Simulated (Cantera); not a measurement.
A perfectly stirred reactor is fed with 6.06 % CH4, 2.43 % C2H6, 18.7 % O2, 72.8 % N2, at 11.8 atm; it is adiabatic with a 723 K inlet, and is followed from long to short residence time, starting on the burning branch (τ in s: 0.37, 0.15, 0.057, 0.022, 0.0087, 0.0034, 0.0013, 0.00052, 0.00021, 8e-05, 3.1e-05).

Computed with Cantera and GRI-Mech 3.0 (53 species, 325 reactions). The pressure lies above the range GRI-Mech 3.0 was tuned for (to about 10 atm).

Q: Predict: blow-out, bracketed by the residence times tried; x(CH4) at τ = 0.370 s; x(C2H6) at τ = 0.370 s; x(O2) at τ = 0.370 s; x(O) at τ = 0.370 s; x(CH4) at τ = 3.40 ms; x(C2H6) at τ = 3.40 ms; x(O2) at τ = 3.40 ms; x(C2H) at τ = 3.40 ms; x(O) at τ = 3.40 ms.

A: blow-out, bracketed by the residence times tried: burning at 31.0 µs, the shortest tried
x(CH4) at τ = 0.370 s: 1.26e-7
x(C2H6) at τ = 0.370 s: 1.95e-9
x(O2) at τ = 0.370 s: 0.000747
x(O) at τ = 0.370 s: 0.000112
x(CH4) at τ = 3.40 ms: 9.67e-6
x(C2H6) at τ = 3.40 ms: 2.04e-7
x(O2) at τ = 3.40 ms: 0.00130
x(C2H) at τ = 3.40 ms: 1.29e-8
x(O) at τ = 3.40 ms: 0.000168
